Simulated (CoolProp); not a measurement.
200 sccm (0 °C, 1 atm) of nitrogen bubbles through liquid cyclohexane at 286.1 K and leaves saturated at a total pressure of 0.0675 MPa (ideal gas phase). Each further row changes one setting.

Values from CoolProp's reference Helmholtz-energy equation of state, Zhou 2014.

```csv
case,vapour pressure (kPa),mole fraction of vapour,delivery (mg/min),delivery (sccm),change of delivery for a bath 1 K warmer (%)
as stated,7.36,0.109,?,24.5,5.7
bath temperature 291.1 K,?,0.139,?,32.3,5.7
total pressure 0.135 MPa,7.36,0.0545,?,11.5,?
```

**Question.** What belongs in the gaps?

**Answer.** 
- as stated, delivery (mg/min): 91.9
- bath temperature 291.1 K, vapour pressure (kPa): 9.39
- bath temperature 291.1 K, delivery (mg/min): 121
- total pressure 0.135 MPa, delivery (mg/min): 43.3
- total pressure 0.135 MPa, change of delivery for a bath 1 K warmer (%): 5.4
